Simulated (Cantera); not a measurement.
A closed system holds: 1 mol Si, 2.7 mol SF6, 3.5 mol NF3, at 502 °C and 69.0 Pa.

Method: chemical equilibrium by Gibbs-energy minimisation in Cantera with the NASA 1993 tables (ideal gas, pure condensed phases). Candidate condensed phases: S, Si, Si3N4; 29 gas species. Rates play no part.

Base state: SF6 0.293, F2 0.292, N2 0.189, F 0.115, SiF4 0.109, NF3 0.00181 (mole fractions); condensed: gas only.

Problem. What changes in the equilibrium state with this change: temperature from 502 °C to 1150 °C?

Solution. 
```csv
species,before,after
F,0.115,0.685
SF4,<1e-9,0.143
N2,0.189,0.101
F2,0.292,9.00e-5
SF6,0.293,0.00530
SiF4,0.109,0.0577
SF3,<1e-9,0.00505
SF2,<1e-9,0.00222
```
The tables' values for SF3, SF5 are old estimates; treat these amounts as uncertain.

Problem. What changes in the equilibrium state with this change: temperature from 502 °C to 1077 °C?

Solution. 
| species | before | after |
|---|---|---|
| F | 0.115 | 0.647 |
| N2 | 0.189 | 0.113 |
| SF4 | <1e-9 | 0.112 |
| F2 | 0.292 | 0.000172 |
| SF6 | 0.293 | 0.0622 |
| SiF4 | 0.109 | 0.0648 |
| NF3 | 0.00181 | <1e-9 |
| SF3 | <1e-9 | 0.000884 |
| SF5 | <1e-9 | 0.000176 |
The tables' values for SF3, SF5 are old estimates; treat these amounts as uncertain.
